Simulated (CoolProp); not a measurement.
A single-stage vapour-compression cycle with the fluid: evaporating at 286.15 K (dew point), condensing at 319.15 K (bubble point), superheat 5 K, subcooling 2 K, compressor efficiency 0.85, no pressure losses. The same conditions are run with several fluids, on thermodynamics alone (safety and materials aside).

Model: reference Helmholtz-energy equation of state of each fluid (isobutene: Lemmon 2005; R1336mzz(E): Akasaka 2023; vinyl chloride: Thol 2022; cyclopentane: Gedanitz 2015; ammonia: Gao 2020; neopentane: Lemmon 2006), in CoolProp.

```tsv
fluid	cooling COP	pressure ratio	discharge temperature (K)	refrigerating effect (kJ/kg)	volumetric capacity (kJ/m³)
isobutene	6.48	2.64	326.4	306	1580
R1336mzz(E)	6.27	3.08	319.2	116	1030
vinyl chloride	6.61	2.60	346.2	289	2150
cyclopentane	6.81	3.53	335.2	364	275
ammonia	6.39	2.69	373.6	1080	5640
neopentane	6.39	2.78	319.1	249	892
```

The compression ends wet for: neopentane.
